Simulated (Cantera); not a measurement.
A Cantera script and what it prints.

```python
import numpy as np
import cantera as ct

gas_names = """
    CL CLO CL2 H HCL HNO HNO2 HNO3 HOCL HO2 H2 H2O H2O2 N NH NH2 NH3 NH2OH NO NO2 NO3 N2 N2H2 N2H4 N2O O
    OH O2 O3 Si SiCL SiCL2 SiCL3 SiCL4 SiH SiHCL3 SiH2 SiH2CL2 SiH3 SiH3CL SiH4 SiN SiO SiO2 Si2 Si2N
    Si3
""".split()
cond_names = """
    H2O(s) H2O(L) NH4CL(a) NH4CL(b) Si(cr) Si(L) SiO2(Lqz) SiO2(hqz) SiO2(L) Si2N2O(s) Si3N4(a)
""".split()


def load(file, names, dense=False):
    # The tables refer to 1 bar. Condensed volumes are neglected.
    table = {s.name: s for s in ct.Species.list_from_file(file)}
    out = []
    for n in names:
        d = dict(table[n].input_data)
        d["thermo"] = dict(d["thermo"], **{"reference-pressure": 1e5})
        if dense:
            d["equation-of-state"] = {"model": "constant-volume", "density": "1e6 g/cm^3"}
        out.append(ct.Species.from_dict(d))
    return out


gas = ct.Solution(thermo="ideal-gas", species=load("nasa_gas.yaml", gas_names))
cond = {s.name: ct.Solution(thermo="fixed-stoichiometry", species=[s], name=s.name)
        for s in load("nasa_condensed.yaml", cond_names, dense=True)}
atoms = {
    'SiH2Cl2': {'Si': 1, 'H': 2, 'CL': 2},
    'N2O': {'N': 2, 'O': 1},
    'N2': {'N': 2},
}
top_T = {'Si2N2O(s)': 2100, 'Si3N4(a)': 2400}  # K; cautious upper limits of use, not melting points


def equilibrate(T, P, feed):
    n = {}
    for name, mol in feed.items():
        for a, k in atoms[name].items():
            n[a] = n.get(a, 0.0) + k * mol
    gas.TPX = T, P, n
    mass = sum(n.values()) * gas.mean_molecular_weight
    gas.equilibrate("TP")
    valid = [c for c in cond.values() if c.min_temp <= T <= top_T.get(c.name, c.max_temp)]
    mix = ct.Mixture([(gas, mass / gas.mean_molecular_weight)] + [(c, 0.0) for c in valid])
    mix.T, mix.P = T, P
    mix.equilibrate("TP", solver="vcs", rtol=1e-11, max_steps=5000)
    return mix


results = []
feed = {'SiH2Cl2': 1, 'N2O': 9.9, 'N2': 28}  # mol
T = 650  # K
P = 13332.2  # Pa
mix = equilibrate(T, P, feed)
results.append((T, P, feed, dict(zip(mix.species_names, mix.species_moles))))
print(gas.report(threshold=0.0001))
for i in range(1, mix.n_phases):
    print(f"{mix.phase(i).name:16s} {mix.phase_moles(i):12.5e} mol")
```

It prints:

```
       temperature   650 K
          pressure   13332 Pa
           density   0.071528 kg/m^3
  mean mol. weight   28.995 kg/kmol
   phase of matter   gas

                          1 kg             1 kmol
                     ---------------   ---------------
          enthalpy         1.837e+05        5.3264e+06  J
   internal energy           -2691.4            -78036  J
           entropy            8188.1        2.3741e+05  J/K
    Gibbs function       -5.1385e+06       -1.4899e+08  J
 heat capacity c_p            1061.4             30774  J/K
 heat capacity c_v            774.62             22460  J/K

                      mass frac. Y      mole frac. X     chem. pot. / RT
                     ---------------   ---------------   ---------------
               CL2          0.040253          0.016462           -33.959
               HCL          0.016424          0.013062           -46.749
               H2O          0.010228          0.016462           -74.562
                N2           0.84195           0.87142           -26.038
                O2          0.091145           0.08259           -30.047
     [  +42 minor]         3.021e-07        2.0922e-07

NH4CL(b)          0.00000e+00 mol
Si(cr)            0.00000e+00 mol
SiO2(Lqz)         1.00000e+00 mol
Si2N2O(s)         0.00000e+00 mol
Si3N4(a)          0.00000e+00 mol
```

Equilibrium computed with Cantera from the NASA thermochemical tables; the gas is ideal and each condensed phase is pure.
